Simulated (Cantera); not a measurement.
Input (Python, Cantera) and output of one run.

```python
import numpy as np
import cantera as ct

gas_names = """
    Fe FeO Fe(OH)2 H HO2 H2 H2O H2O2 H2S H2SO4 O OH O2 O3 S SH SO SO2 SO3 S2 S2O S8
""".split()
cond_names = """
    Fe(a) Fe(c) Fe(d) Fe(L) FeO(s) FeO(L) Fe(OH)2(s) Fe(OH)3(s) FeS(a) FeS(b) FeS(c) FeS(L) FeSO4(s)
    FeS2(s) Fe2O3(s) Fe2S3O12(s) Fe3O4(s) H2O(s) H2O(L) H2SO4(L) S(cr1) S(cr2) S(L)
""".split()


def load(file, names, dense=False):
    # The tables refer to 1 bar. Condensed volumes are neglected.
    table = {s.name: s for s in ct.Species.list_from_file(file)}
    out = []
    for n in names:
        d = dict(table[n].input_data)
        d["thermo"] = dict(d["thermo"], **{"reference-pressure": 1e5})
        if dense:
            d["equation-of-state"] = {"model": "constant-volume", "density": "1e6 g/cm^3"}
        out.append(ct.Species.from_dict(d))
    return out


gas = ct.Solution(thermo="ideal-gas", species=load("nasa_gas.yaml", gas_names))
cond = {s.name: ct.Solution(thermo="fixed-stoichiometry", species=[s], name=s.name)
        for s in load("nasa_condensed.yaml", cond_names, dense=True)}
atoms = {
    'FeS': {'Fe': 1, 'S': 1},
    'O2': {'O': 2},
    'H2O': {'H': 2, 'O': 1},
}
top_T = {'FeSO4(s)': 950, 'FeS2(s)': 1010, 'Fe2O3(s)': 1830, 'Fe2S3O12(s)': 1100, 'Fe3O4(s)': 1870}  # K; cautious upper limits of use, not melting points


def equilibrate(T, P, feed):
    n = {}
    for name, mol in feed.items():
        for a, k in atoms[name].items():
            n[a] = n.get(a, 0.0) + k * mol
    gas.TPX = T, P, n
    mass = sum(n.values()) * gas.mean_molecular_weight
    gas.equilibrate("TP")
    valid = [c for c in cond.values() if c.min_temp <= T <= top_T.get(c.name, c.max_temp)]
    mix = ct.Mixture([(gas, mass / gas.mean_molecular_weight)] + [(c, 0.0) for c in valid])
    mix.T, mix.P = T, P
    mix.equilibrate("TP", solver="vcs", rtol=1e-11, max_steps=5000)
    return mix


results = []
feed = {'FeS': 1, 'O2': 0.16, 'H2O': 7.5}  # mol
T = 675  # K
P = 1600  # Pa
mix = equilibrate(T, P, feed)
results.append((T, P, feed, dict(zip(mix.species_names, mix.species_moles))))
x = sorted(zip(gas.X, gas.species_names), reverse=True)
print(f"T = {T:g} K  P = {P:g} Pa  gas = {mix.phase_moles(0):.4g} mol")
print("   x: " + "  ".join(f"{s} {v:.3e}" for v, s in x if v > 0.001))
print("   condensed (mol): " + ("  ".join(f"{mix.phase(i).name} {mix.phase_moles(i):.4g}"
      for i in range(1, mix.n_phases) if mix.phase_moles(i) > 1e-12) or "none"))
```

It prints:

```
T = 675 K  P = 1600 Pa  gas = 7.5 mol
   x: H2O 9.941e-01  H2S 4.786e-03  H2 1.058e-03
   condensed (mol): FeS(c) 0.4916  FeS2(s) 0.236  Fe3O4(s) 0.09078
```

Method: chemical equilibrium by Gibbs-energy minimisation in Cantera with the NASA 1993 tables (ideal gas, pure condensed phases). FeS: taken at fixed stoichiometry.
